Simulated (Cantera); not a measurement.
Cantera run:

```python
import numpy as np
import cantera as ct

gas_names = """
    H HNO HNO2 HNO3 HO2 H2 H2O H2O2 N NH NH2 NH3 NH2OH NO NO2 NO3 N2 N2H2 N2H4 N2O O OH O2 O3 Si SiH
    SiH2 SiH3 SiH4 SiN SiO SiO2 Si2 Si2N Si3
""".split()
cond_names = """
    H2O(s) H2O(L) Si(cr) Si(L) SiO2(Lqz) SiO2(hqz) SiO2(L) Si2N2O(s) Si3N4(a)
""".split()


# ... load() reads the species with a 1 bar reference pressure and builds the phases ...
atoms = {
    'Si': {'Si': 1},
    'N2O': {'N': 2, 'O': 1},
    'H2': {'H': 2},
}
top_T = {'Si2N2O(s)': 2100, 'Si3N4(a)': 2400}  # K; cautious upper limits of use, not melting points


# ... equilibrate(T, P, feed) seeds the gas with the atoms and calls Mixture.equilibrate('TP', solver="vcs", rtol=1e-11, max_steps=5000) ...
results = []
P = 74000  # Pa
for T in [975, 1075, 1175, 1275, 1375, 1475, 1575, 1675, 1775, 1875, 1975]:
    for m in [7, 9.9, 14, 20, 28, 40, 56, 80, 110, 160]:
        feed = {'Si': 1, 'N2O': 0.076, 'H2': m}  # mol
        mix = equilibrate(T, P, feed)
        results.append((T, P, feed, dict(zip(mix.species_names, mix.species_moles))))

for T, P, feed, n in results:
    print(f"{T:7g} {feed['H2']:10.4g}  " + (" + ".join(c for c in cond_names if n.get(c, 0) > 1e-12) or "gas only"))
```

Output:

```
    975          7  Si(cr) + Si2N2O(s)
    975        9.9  Si(cr) + Si2N2O(s)
    975         14  Si(cr) + Si2N2O(s)
    975         20  Si(cr) + Si2N2O(s)
    975         28  Si(cr) + Si2N2O(s)
    975         40  Si(cr) + Si2N2O(s)
    975         56  Si(cr) + Si2N2O(s)
    975         80  Si(cr) + Si2N2O(s)
    975        110  Si(cr) + Si2N2O(s)
    975        160  Si(cr) + Si2N2O(s)
   1075          7  Si(cr) + Si2N2O(s)
   1075        9.9  Si(cr) + Si2N2O(s)
   1075         14  Si(cr) + Si2N2O(s)
   1075         20  Si(cr) + Si2N2O(s)
   1075         28  Si(cr) + Si2N2O(s)
   1075         40  Si(cr) + Si2N2O(s)
   1075         56  Si(cr) + Si2N2O(s)
   1075         80  Si(cr) + Si2N2O(s)
   1075        110  Si(cr) + Si2N2O(s)
   1075        160  Si(cr) + Si2N2O(s)
   1175          7  Si(cr) + Si2N2O(s)
   1175        9.9  Si(cr) + Si2N2O(s)
   1175         14  Si(cr) + Si2N2O(s)
   1175         20  Si(cr) + Si2N2O(s)
   1175         28  Si(cr) + Si2N2O(s)
   1175         40  Si(cr) + Si2N2O(s)
   1175         56  Si(cr) + Si2N2O(s)
   1175         80  Si(cr) + Si2N2O(s)
   1175        110  Si(cr) + Si2N2O(s)
   1175        160  Si(cr) + Si2N2O(s)
   1275          7  Si(cr) + Si2N2O(s)
   1275        9.9  Si(cr) + Si2N2O(s)
   1275         14  Si(cr) + Si2N2O(s)
   1275         20  Si(cr) + Si2N2O(s)
   1275         28  Si(cr) + Si2N2O(s)
   1275         40  Si(cr) + Si2N2O(s)
   1275         56  Si(cr) + Si2N2O(s)
   1275         80  Si(cr) + Si2N2O(s)
   1275        110  Si(cr) + Si2N2O(s)
   1275        160  Si(cr) + Si2N2O(s)
   1375          7  Si(cr) + Si2N2O(s)
   1375        9.9  Si(cr) + Si2N2O(s)
   1375         14  Si(cr) + Si2N2O(s)
   1375         20  Si(cr) + Si2N2O(s)
   1375         28  Si(cr) + Si2N2O(s)
   1375         40  Si(cr) + Si2N2O(s)
   1375         56  Si(cr) + Si2N2O(s)
   1375         80  Si(cr) + Si2N2O(s)
   1375        110  Si(cr) + Si2N2O(s)
   1375        160  Si(cr) + Si2N2O(s)
   1475          7  Si(cr) + Si2N2O(s)
   1475        9.9  Si(cr) + Si2N2O(s)
   1475         14  Si(cr) + Si2N2O(s)
   1475         20  Si(cr) + Si2N2O(s)
   1475         28  Si(cr) + Si2N2O(s)
   1475         40  Si(cr) + Si2N2O(s)
   1475         56  Si(cr) + Si2N2O(s)
   1475         80  Si(cr) + Si2N2O(s)
   1475        110  Si(cr) + Si2N2O(s)
   1475        160  Si(cr) + Si2N2O(s)
   1575          7  Si(cr) + Si2N2O(s)
   1575        9.9  Si(cr) + Si2N2O(s)
   1575         14  Si(cr) + Si2N2O(s)
   1575         20  Si(cr) + Si2N2O(s)
   1575         28  Si(cr) + Si2N2O(s)
   1575         40  Si(cr) + Si2N2O(s)
   1575         56  Si(cr) + Si2N2O(s)
   1575         80  Si(cr) + Si2N2O(s)
   1575        110  Si(cr) + Si2N2O(s)
   1575        160  Si(cr) + Si2N2O(s)
   1675          7  Si(cr) + Si2N2O(s)
   1675        9.9  Si(cr) + Si2N2O(s)
   1675         14  Si(cr) + Si2N2O(s)
   1675         20  Si(cr) + Si2N2O(s)
   1675         28  Si(cr) + Si2N2O(s)
   1675         40  Si(cr) + Si2N2O(s)
   1675         56  Si(cr) + Si2N2O(s)
   1675         80  Si(cr) + Si2N2O(s)
   1675        110  Si(cr) + Si2N2O(s)
   1675        160  Si(cr) + Si2N2O(s)
   1775          7  Si(L) + Si2N2O(s)
   1775        9.9  Si(L) + Si2N2O(s)
   1775         14  Si(L) + Si2N2O(s)
   1775         20  Si(L) + Si2N2O(s)
   1775         28  Si(L) + Si2N2O(s)
   1775         40  Si(L) + Si2N2O(s)
   1775         56  Si(L)
   1775         80  Si(L)
   1775        110  Si(L)
   1775        160  Si(L)
   1875          7  Si(L) + Si2N2O(s)
   1875        9.9  Si(L) + Si2N2O(s)
   1875         14  Si(L)
   1875         20  Si(L)
   1875         28  Si(L)
   1875         40  Si(L)
   1875         56  Si(L)
   1875         80  Si(L)
   1875        110  Si(L)
   1875        160  Si(L)
   1975          7  Si(L)
   1975        9.9  Si(L)
   1975         14  Si(L)
   1975         20  Si(L)
   1975         28  Si(L)
   1975         40  Si(L)
   1975         56  Si(L)
   1975         80  Si(L)
   1975        110  Si(L)
   1975        160  Si(L)
```

Equilibrium computed with Cantera from the NASA thermochemical tables; the gas is ideal and each condensed phase is pure. Mutual solubility and eutectic melting of coexisting phases are not modelled.
